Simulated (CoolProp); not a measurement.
Values from CoolProp's reference Helmholtz-energy equation of state, Thol 2019.

### Question
For n-hexane, give the phase and the Z, speed of sound (m/s), Joule-Thomson coefficient (K/MPa), isothermal compressibility (1/MPa) at 309.25 °C and 3.16 MPa.

### Answer
- 309.25 °C and 3.16 MPa: supercritical; Z 0.751, speed of sound 187, Joule-Thomson coefficient 6.82, isothermal compressibility 0.433
